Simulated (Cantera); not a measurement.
Mixture: 7.00 % C3H8, 15.9 % O2, 73.5 % N2, 3.64 % CO2, at 4.93 atm, adiabatic and at constant pressure. Ignition delay is the time to a rise of 400 K.

Computed with Cantera and GRI-Mech 3.0 (53 species, 325 reactions). GRI-Mech 3.0 was tuned for natural gas; its chemistry of propane as a main component is partial and can be far from experiment.

### Question
Predict: delay at 1225 K; delay at 1375 K; delay at 1525 K; delay at 1675 K; delay at 1825 K; apparent activation energy between 1750 and 1900 K.

### Answer
```json
{
  "delay at 1225 K": "2.08 ms",
  "delay at 1375 K": "0.178 ms",
  "delay at 1525 K": "30.9 µs",
  "delay at 1675 K": "9.63 µs",
  "delay at 1825 K": "4.46 µs",
  "apparent activation energy between 1750 and 1900 K": "120 kJ/mol"
}
```
